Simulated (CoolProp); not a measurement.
Methanol along the isobar 38 MPa: fugacity coefficient from the reference equation and from simpler models built on Tc = 513.4 K, pc = 8.216 MPa, ω = 0.565; each cubic takes its own stable root.

Model: reference Helmholtz-energy equation of state, de Reuck 1993, in CoolProp.

```csv
T (K),phase,reference
315.3,liquid,0.001817
325.3,liquid,0.002779
335.3,liquid,0.004126
345.3,liquid,0.005962
355.3,liquid,0.008404
365.3,liquid,0.01158
375.3,liquid,0.01562
385.3,liquid,0.02066
395.3,liquid,0.02684
```

How far does each simpler model (van der Waals, Redlich-Kwong, Soave-Redlich-Kwong, Peng-Robinson) lie from the reference over these 9 states: mean and median of the absolute difference, and the worst?


- van der Waals: mean 1412.0 %, median 1104.2 %, worst +3308.9 % at 315.3 K and 38 MPa
- Redlich-Kwong: mean 330.2 %, median 302.3 %, worst +575.8 % at 315.3 K and 38 MPa
- Soave-Redlich-Kwong: mean 19.2 %, median 20.4 %, worst +25.1 % at 395.3 K and 38 MPa
- Peng-Robinson: mean 12.2 %, median 13.1 %, worst +15.4 % at 395.3 K and 38 MPa
